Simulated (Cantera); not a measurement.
Input (Python, Cantera):

```python
import numpy as np
import cantera as ct

gas = ct.Solution("gri30.yaml")
gas.TPX = 700, 101325, {'CH4': 1, 'C2H6': 0.34, 'O2': 2.45, 'N2': 9.23}
flame = ct.FreeFlame(gas, width=0.04)
flame.set_refine_criteria(ratio=3, slope=0.08, curve=0.16)
flame.transport_model = "mixture-averaged"
flame.solve(loglevel=0, auto=True)
flame.transport_model = "multicomponent"
flame.soret_enabled = False
flame.solve(loglevel=0, refine_grid=True)
z, T = flame.grid, flame.T
thick = (T[-1] - T[0]) / np.gradient(T, z).max()
show = ['CH4', 'C2H6', 'O2', 'C2H4', 'H2', 'HO2']
print(f"laminar burning velocity  {flame.velocity[0] * 100:.3f} cm/s")
print(f"burnt temperature         {T[-1]:.1f} K")
print(f"thermal thickness         {thick * 1e3:.4f} mm")
print(f"grid points               {len(z)}")
z0 = z[flame.heat_release_rate.argmax()]
print(f"{'z/mm':>9s}{'T/K':>9s}{'u/(m/s)':>9s}" + "".join(f"{s:>11s}" for s in show))
rows = []
for k in (-3, -2, -1.5, -1, -0.5, -0.25, 0, 0.25, 0.5, 1, 2, 4, 8):
    zz = z0 + k * thick
    rows.append([k * thick, np.interp(zz, z, T), np.interp(zz, z, flame.velocity),
                 *(np.interp(zz, z, flame.X[gas.species_index(s)]) for s in show)])
    print(f"{rows[-1][0] * 1e3:9.3f}{rows[-1][1]:9.1f}{rows[-1][2]:9.3f}" + "".join(f"{x:11.3e}" for x in rows[-1][3:]))
```

Output:

```
laminar burning velocity  153.818 cm/s
burnt temperature         2343.9 K
thermal thickness         0.3158 mm
grid points               146
     z/mm      T/K  u/(m/s)        CH4       C2H6         O2       C2H4         H2        HO2
   -0.947    700.2    1.542  7.663e-02  2.606e-02  1.877e-01  2.766e-07  2.228e-03  2.282e-07
   -0.632    702.5    1.553  7.620e-02  2.595e-02  1.868e-01  5.507e-06  6.319e-03  3.198e-06
   -0.474    712.9    1.584  7.535e-02  2.577e-02  1.850e-01  3.951e-05  1.135e-02  1.720e-05
   -0.316    784.3    1.763  7.156e-02  2.483e-02  1.777e-01  4.011e-04  2.104e-02  9.811e-05
   -0.158   1185.5    2.740  5.206e-02  1.660e-02  1.392e-01  3.017e-03  3.704e-02  2.021e-04
   -0.079   1575.9    3.719  3.042e-02  5.957e-03  9.537e-02  4.293e-03  4.529e-02  2.009e-04
    0.000   1931.4    4.629  9.158e-03  3.392e-04  4.804e-02  1.669e-03  4.807e-02  8.018e-05
    0.079   2108.2    5.070  1.264e-03  2.842e-06  1.967e-02  1.373e-04  4.438e-02  1.273e-05
    0.158   2160.6    5.188  1.133e-04  1.901e-08  8.459e-03  4.098e-06  4.106e-02  2.788e-06
    0.316   2187.3    5.230  8.861e-07  1.805e-12  3.322e-03  1.974e-09  4.022e-02  1.153e-06
    0.632   2211.9    5.273  6.653e-10 -1.599e-17  2.242e-03  3.231e-13  4.093e-02  8.440e-07
    1.263   2243.6    5.337  5.918e-14 -5.633e-18  1.652e-03 -2.490e-17  4.085e-02  6.324e-07
    2.526   2279.8    5.410  3.401e-14  1.569e-18  1.049e-03  1.439e-17  4.050e-02  4.098e-07
```

Model: GRI-Mech 3.0 (53 species, 325 reactions), integrated in Cantera. Burning velocities carry a grid error of a few per cent, more on coarse grids.
